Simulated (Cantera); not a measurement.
# Diamond growth

A diamond (100) surface in a fixed gas of H2 with x(CH4) = 0.0026, x(H) = 0.0066, x(CH3) = 0.00079, 128 Torr; coverages are run to steady state.

Computed with Cantera and the Harris–Goodwin 1993 mechanism for the reconstructed diamond (100) surface.

| T (K) | growth (µm/h) | θ c6HH | θ c6H* | θ c6*H | θ c6** | θ c6HM |
|---|---|---|---|---|---|---|
| 900 | 37.2 | 0.616 | 0.00947 | 0.260 | 0.00380 | 0.0892 |
| 950 | 50.0 | 0.584 | 0.0130 | 0.303 | 0.00590 | 0.0724 |
| 1000 | 64.2 | 0.550 | 0.0170 | 0.344 | 0.00869 | 0.0589 |
| 1050 | 78.9 | 0.516 | 0.0215 | 0.381 | 0.0123 | 0.0477 |
| 1100 | 91.5 | 0.484 | 0.0264 | 0.415 | 0.0166 | 0.0378 |
| 1150 | 97.0 | 0.455 | 0.0317 | 0.446 | 0.0219 | 0.0280 |
| 1200 | 90.2 | 0.428 | 0.0373 | 0.474 | 0.0280 | 0.0184 |
| 1250 | 73.1 | 0.404 | 0.0431 | 0.499 | 0.0349 | 0.0103 |
| 1300 | 55.5 | 0.380 | 0.0487 | 0.518 | 0.0423 | 0.00503 |
| 1350 | 44.4 | 0.358 | 0.0542 | 0.532 | 0.0500 | 0.00225 |
| 1400 | 39.7 | 0.337 | 0.0594 | 0.541 | 0.0579 | 0.000973 |
θ: site fractions in the mechanism's names (c6HH fully hydrogenated, c6H* and c6*H radical sites, c6** diradical, c6HM methylated).
